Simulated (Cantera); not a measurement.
A closed system holds: 1 mol MgO, 1.7 mol SiCl4, 0.15 mol O2, held at 998 K and 1.00 mbar.

These are equilibrium values from Cantera (NASA tables, ideal gas, pure condensed phases), not measurements of a reactor. Candidate condensed phases: Mg, MgCl2, MgO, MgSiO3, Mg2SiO4, Si, SiO2; 20 gas species. Condensed phases not in the tables: alloys, solid solutions and most ternary compounds. Equilibrium is a limit: real reactors are often held back by kinetics, nucleation or transport.

Q: What is the equilibrium state?

A: 
| Property | Result |
|---|---|
| x(SiCl4) | 0.635 |
| x(MgCl2) | 0.182 |
| x(Cl2) | 0.179 |
| x(Cl) | 0.00504 |
| n(MgCl2(l)) | 0.699 mol |
| n(SiO2(β-quartz)) | 0.650 mol |
| gas amount | 1.655 mol |
| log10 activity of Mg(l) (absent) | -21.53 |
| log10 activity of Si(s) (absent) | -23.50 |
